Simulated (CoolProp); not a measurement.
A Linde-Hampson liquefier for oxygen: isothermal reversible compression at 200 K from 1 atm to 15 MPa, throttling to 1 atm, return gas leaving the recuperator 5 K below the feed. Each further row changes one setting.

Computed with CoolProp (reference Helmholtz-energy equation of state, Schmidt 1985).

| case | liquid yield per pass | compression work (kJ/kg of gas) |
|---|---|---|
| as stated | 0.278 | 236 |
| high pressure 30 MPa | 0.361 | 261 |
| warm-end temperature 230 K | 0.170 | 283 |
| warm-end gap 10 K | 0.267 | 236 |
